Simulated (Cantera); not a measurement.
A closed system holds: 1 mol HMDSO, 0.82 mol H2O, 15 mol N2, 29 mol NO, equilibrated at 13300 Pa.

Cantera equilibrium calculation (NASA polynomials, part measured and part estimated; ideal gas, pure solids and liquids). Candidate condensed phases: C, C6H6, C7H8, C8H18, H2O, Si, SiC, SiO2, Si2N2O, Si3N4; 151 gas species. The feed counts by its element totals alone. The tables hold silica as quartz up to 1696 K and as liquid above; real silica turns to tridymite and cristobalite and melts near 1996 K. Rates play no part.

Q: Which condensed phases are stable at each of these points (T (K)): 798, 848, 898, 948, 998, 1048, 1098, 1148?

A: 
```
T (K)  condensed phases  Si condensed (%)
-----  ----------------  ----------------
798      SiO2(α-quartz)             100.0
848      SiO2(β-quartz)             100.0
898      SiO2(β-quartz)             100.0
948      SiO2(β-quartz)             100.0
998      SiO2(β-quartz)             100.0
1048     SiO2(β-quartz)             100.0
1098     SiO2(β-quartz)             100.0
1148     SiO2(β-quartz)             100.0
```

At 798 K the condensed part is SiO2(α-quartz). From 848 K to 1148 K the condensed part is SiO2(β-quartz).
